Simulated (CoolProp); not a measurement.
A single-stage vapour-compression cycle with R115: evaporating at 240.15 K (dew point), condensing at 280.15 K (bubble point), superheat 0 K, subcooling 5 K, compressor efficiency 0.8, no pressure losses. Each further row changes one setting.

Model: reference Helmholtz-energy equation of state, Lemmon 2016, in CoolProp.

```
case                              cooling COP  pressure ratio  discharge temperature (K)  refrigerating effect (kJ/kg)  volumetric capacity (kJ/m³)
--------------------------------  -----------  --------------  -------------------------  ----------------------------  ---------------------------
as stated                                4.00            4.12                      281.0                          88.5                          958
evaporating temperature 245.15 K         4.80            3.35                      280.5                          91.2                         1200
condensing temperature 275.15 K          4.74            3.54                      276.3                          93.6                         1010
subcooling 10 K                          4.23            4.12                      281.0                          93.6                         1010
superheat 10 K                           4.07            4.12                      291.2                          95.1                          981
compressor efficiency 0.7                3.50            4.12                      285.1                          88.5                          958
```
